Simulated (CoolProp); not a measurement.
Model: reference Helmholtz-energy equation of state, Penoncello 2003, in CoolProp.

Q: For CHF3 (R23), give the phase and the density (kg/m³), cp (kJ/(kg K)), cv (kJ/(kg K)), expansivity (1/kK) at 162.95 °C and 5.55 MPa.

A: 
- 162.95 °C and 5.55 MPa: supercritical; density 119, cp 1.05, cv 0.827, expansivity 3.45
